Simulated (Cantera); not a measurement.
SiH4 + O2 + N2 (silicon oxide and oxynitride deposition)

Input: 1 mol SiH4, 1.7 mol O2, a varied amount of N2, at 1948 K and 0.540 bar.

These are equilibrium values from Cantera (NASA tables, ideal gas, pure condensed phases), not measurements of a reactor. Candidate condensed phases: H2O, Si, SiO2, Si2N2O, Si3N4; 35 gas species. The tables hold silica as quartz up to 1696 K and as liquid above; real silica turns to tridymite and cristobalite and melts near 1996 K. Gases not in the tables: Si(OH)4. Equilibrium is a limit: real reactors are often held back by kinetics, nucleation or transport.

From 7 mol N2 to 140 mol N2 the condensed part is SiO2(condensed).

```tsv
n(N2) (mol)	log p N2	log p H2O	log p H2	log p H	log p OH	log p SiO	n SiO2(condensed)
7	-0.38	-1.08	-1.44	-3.67	-4.34	-4.87	1.000
12	-0.33	-1.27	-1.64	-3.77	-4.44	-4.87	1.000
19	-0.31	-1.44	-1.81	-3.85	-4.53	-4.87	0.999
32	-0.29	-1.65	-2.02	-3.96	-4.63	-4.88	0.999
53	-0.28	-1.86	-2.23	-4.06	-4.74	-4.88	0.999
87	-0.28	-2.07	-2.44	-4.17	-4.84	-4.88	0.998
140	-0.27	-2.27	-2.65	-4.27	-4.94	-4.88	0.996
```
log p: log10 of the partial pressure in bar; n: condensed amount in mol.
